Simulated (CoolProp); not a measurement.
Computed with CoolProp (reference Helmholtz-energy equation of state, Penoncello 2003).

### Question
Give the vapour pressure (MPa), liquid density (kg/m³), vapour density (kg/m³), liquid cp (kJ/(kg K)) of saturated CHF3 (R23) at -65.25 °C.

### Answer
| T (°C) | p (MPa) | liquid density (kg/m³) | vapour density (kg/m³) | liquid cp (kJ/(kg K)) |
|---|---|---|---|---|
| -65.25 | 0.244 | 1380 | 10.7 | 1.27 |
